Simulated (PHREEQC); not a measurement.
Dissolve 3.7 mmol/kgw CaSO4, 0.12 mmol/kgw Na2HPO4 and 1.7 mmol/kgw MgSO4 at 25 °C. It is in equilibrium with CO2 at log p = -2 (atm). Otherwise closed; pH follows from the charge balance.

Equilibrium calculation in PHREEQC: ion-association model, phreeqc.dat.

This is a speciation only: nothing precipitates in the calculation.

**Question.** What pH does the model give?

**Answer.** pH 5.80.

**Question.** In which forms is P present?

**Answer.** H2PO4- 85 %, HPO4-2 4.8 %, CaH2PO4+ 3.8 %, CaHPO4 2.8 %, MgH2PO4+ 2.1 %, MgHPO4 1.7 % of the P.
